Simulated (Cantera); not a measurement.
A closed system holds: 1 mol CuO, 370 mol H₂, 2.3 mol N₂, at 0.000630 bar.

Equilibrium computed with Cantera from the NASA thermochemical tables; the gas is ideal and each condensed phase is pure. Candidate condensed phases: Cu, CuO, Cu(OH)₂, Cu₂O, H₂O; 27 gas species. The numbers say what is thermodynamically allowed, not how fast it happens. All values below are at 1500 K.

Base state: H₂ 0.988, N₂ 0.00616, H₂O 0.00268, Cu 0.00268, H 0.000697 (mole fractions); condensed: gas only.

Q: What changes in the equilibrium state with this change: pressure from 0.000630 bar to 1.00 bar?

A: 
| species | before | after |
|---|---|---|
| H₂ | 0.988 | 0.991 |
| N₂ | 0.00616 | 0.00618 |
| H₂O | 0.00268 | 0.00269 |
| Cu | 0.00268 | 8.22e-6 |
| H | 0.000697 | 1.75e-5 |
| Cu(l), mol | 0 | 0.997 |
